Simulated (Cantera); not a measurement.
A closed system holds: 1 mol Si₂H₆, 6.5 mol H₂O, equilibrated at 68.0 Pa.

Method: chemical equilibrium by Gibbs-energy minimisation in Cantera with the NASA 1993 tables (ideal gas, pure condensed phases). Candidate condensed phases: H₂O, Si, SiO₂; 18 gas species. The feed counts by its element totals alone. Kinetics and transport are ignored.

x: gas mole fraction; n: condensed amount in mol.

```json
[
 {"T (K)": "673", "x H₂": "0.737", "x H₂O": "0.263", "x H": "<1e-12", "x OH": "<1e-12", "n SiO₂(α-quartz)": "2.00", "n SiO₂(β-quartz)": "0"},
 {"T (K)": "723", "x H₂": "0.737", "x H₂O": "0.263", "x H": "2.78e-12", "x OH": "<1e-12", "n SiO₂(α-quartz)": "2.00", "n SiO₂(β-quartz)": "0"},
 {"T (K)": "773", "x H₂": "0.737", "x H₂O": "0.263", "x H": "2.99e-11", "x OH": "<1e-12", "n SiO₂(α-quartz)": "2.00", "n SiO₂(β-quartz)": "0"},
 {"T (K)": "823", "x H₂": "0.737", "x H₂O": "0.263", "x H": "…", "x OH": "<1e-12", "n SiO₂(α-quartz)": "2.00", "n SiO₂(β-quartz)": "0"},
 {"T (K)": "873", "x H₂": "0.737", "x H₂O": "0.263", "x H": "1.54e-9", "x OH": "<1e-12", "n SiO₂(α-quartz)": "0", "n SiO₂(β-quartz)": "2.00"},
 {"T (K)": "923", "x H₂": "0.737", "x H₂O": "0.263", "x H": "8.05e-9", "x OH": "3.34e-12", "n SiO₂(α-quartz)": "0", "n SiO₂(β-quartz)": "2.00"},
 {"T (K)": "973", "x H₂": "0.737", "x H₂O": "0.263", "x H": "3.56e-8", "x OH": "2.27e-11", "n SiO₂(α-quartz)": "0", "n SiO₂(β-quartz)": "2.00"},
 {"T (K)": "1023", "x H₂": "0.737", "x H₂O": "0.263", "x H": "…", "x OH": "…", "n SiO₂(α-quartz)": "0", "n SiO₂(β-quartz)": "2.00"},
 {"T (K)": "1073", "x H₂": "0.737", "x H₂O": "0.263", "x H": "4.61e-7", "x OH": "6.16e-10", "n SiO₂(α-quartz)": "0", "n SiO₂(β-quartz)": "2.00"},
 {"T (K)": "1123", "x H₂": "0.737", "x H₂O": "0.263", "x H": "1.40e-6", "x OH": "2.58e-9", "n SiO₂(α-quartz)": "0", "n SiO₂(β-quartz)": "2.00"}
]
```

### Question
Fill in the missing entries.

### Answer

- 823, x H: 2.41e-10
- 1023, x H: 1.36e-7
- 1023, x OH: 1.28e-10
